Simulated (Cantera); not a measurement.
An adiabatic, constant-volume homogeneous reactor starts with CH4 : O2 : N2 = 1 : 3.57 : 13.6 (molar parts), equivalence ratio 0.56, at 998 K and 4580 Torr. Integrator tolerance rtol = 1e-08.

Cantera simulation using GRI-Mech 3.0 (53 species, 325 reactions); the numbers are that mechanism's predictions, not measurements. Below about 1000 K GRI-Mech 3.0 lacks low-temperature oxidation paths.

Task: What does this change do: 0.45 parts H2O added?

Result: 
```csv
quantity,before,after
time of steepest temperature rise,0.121 s,0.122 s
temperature at 6.00 s,2401 K,2364 K
equilibrium temperature,2401 K,2364 K
x(CH4) at 6.00 s,<1e-12 (gas-phase equilibrium <1e-12),<1e-12 (gas-phase equilibrium <1e-12)
x(O2) at 6.00 s,0.0797 (gas-phase equilibrium 0.0797),0.0782 (gas-phase equilibrium 0.0782)
x(CO) at 6.00 s,0.00107 (gas-phase equilibrium 0.00107),0.000854 (gas-phase equilibrium 0.000854)
x(NO) at 6.00 s,0.0115 (gas-phase equilibrium 0.0115),0.0105 (gas-phase equilibrium 0.0105)
x(CH2CO) at 6.00 s,<1e-12 (gas-phase equilibrium <1e-12),<1e-12 (gas-phase equilibrium <1e-12)
x(C2H6) at 6.00 s,<1e-12 (gas-phase equilibrium <1e-12),<1e-12 (gas-phase equilibrium <1e-12)
x(H) at 6.00 s,7.99e-5 (gas-phase equilibrium 7.99e-5),6.70e-5 (gas-phase equilibrium 6.70e-5)
```

Task: What does this change do: O2 3.57 to 2.5 parts?

Result: 
```
quantity                                                            before                                      after
---------------------------------  ---------------------------------------  -----------------------------------------
time of steepest temperature rise                                  0.121 s                                    0.181 s
temperature at 6.00 s                                               2401 K                                     2476 K
equilibrium temperature                                             2401 K                                     2476 K
x(CH4) at 6.00 s                     <1e-12 (gas-phase equilibrium <1e-12)      <1e-12 (gas-phase equilibrium <1e-12)
x(O2) at 6.00 s                      0.0797 (gas-phase equilibrium 0.0797)      0.0259 (gas-phase equilibrium 0.0259)
x(CO) at 6.00 s                    0.00107 (gas-phase equilibrium 0.00107)    0.00288 (gas-phase equilibrium 0.00288)
x(NO) at 6.00 s                      0.0115 (gas-phase equilibrium 0.0115)    0.00777 (gas-phase equilibrium 0.00777)
x(CH2CO) at 6.00 s                   <1e-12 (gas-phase equilibrium <1e-12)      <1e-12 (gas-phase equilibrium <1e-12)
x(C2H6) at 6.00 s                    <1e-12 (gas-phase equilibrium <1e-12)      <1e-12 (gas-phase equilibrium <1e-12)
x(H) at 6.00 s                     7.99e-5 (gas-phase equilibrium 7.99e-5)  0.000181 (gas-phase equilibrium 0.000181)
```

Task: What does this change do: 0.1 parts H2 added?

Result: 
```csv
quantity,before,after
time of steepest temperature rise,0.121 s,31.4 ms
temperature at 6.00 s,2401 K,2430 K
equilibrium temperature,2401 K,2430 K
x(CH4) at 6.00 s,<1e-12 (gas-phase equilibrium <1e-12),<1e-12 (gas-phase equilibrium <1e-12)
x(O2) at 6.00 s,0.0797 (gas-phase equilibrium 0.0797),0.0765 (gas-phase equilibrium 0.0765)
x(CO) at 6.00 s,0.00107 (gas-phase equilibrium 0.00107),0.00127 (gas-phase equilibrium 0.00127)
x(NO) at 6.00 s,0.0115 (gas-phase equilibrium 0.0115),0.0119 (gas-phase equilibrium 0.0119)
x(CH2CO) at 6.00 s,<1e-12 (gas-phase equilibrium <1e-12),<1e-12 (gas-phase equilibrium <1e-12)
x(C2H6) at 6.00 s,<1e-12 (gas-phase equilibrium <1e-12),<1e-12 (gas-phase equilibrium <1e-12)
x(H) at 6.00 s,7.99e-5 (gas-phase equilibrium 7.99e-5),0.000101 (gas-phase equilibrium 0.000101)
```
